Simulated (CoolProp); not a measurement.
Vapour-liquid equilibrium of propane (1) + c-C4F8 (RC318) (2) at 1.14 bar; x and y are mole fractions of (1).

Values from CoolProp's multi-fluid Helmholtz-energy mixture model, Lemmon 2009 and Platzer 1990; pair parameters Bell 2016. This equation is an older, rougher fit; its heat capacities, sound speeds and derivatives of the liquid may be far off and weren't checked against measurements.

```csv
x,"bubble temperature, mixture model (°C)","bubble temperature, Raoult's law (°C)","y, mixture model","y, Raoult's law"
0.05,…,-6.4,…,0.170
0.2,…,-14.8,0.753,0.515
0.35,-35.9,-21.5,0.831,0.711
0.5,-37.5,-26.9,…,0.829
0.65,-38.2,-31.4,0.866,0.905
0.8,-38.8,-35.2,…,0.956
0.95,-39.4,-38.4,0.954,0.991
```

Task: Fill in the missing entries.

Result: 
- 0.05, bubble temperature, mixture model (°C): -13.5
- 0.05, y, mixture model: 0.376
- 0.2, bubble temperature, mixture model (°C): -30.5
- 0.5, y, mixture model: 0.854
- 0.8, y, mixture model: 0.887

The largest gap from Raoult's law is -15.7 K in bubble temperature, at x = 0.2. No azeotrope shows between x = 0.05 and 0.95.

Pair parameters are fitted to limited data, so mixtures are less certain than the pure fluids. With so large a gap from Raoult's law the liquid may split in two, which this calculation doesn't test in full.
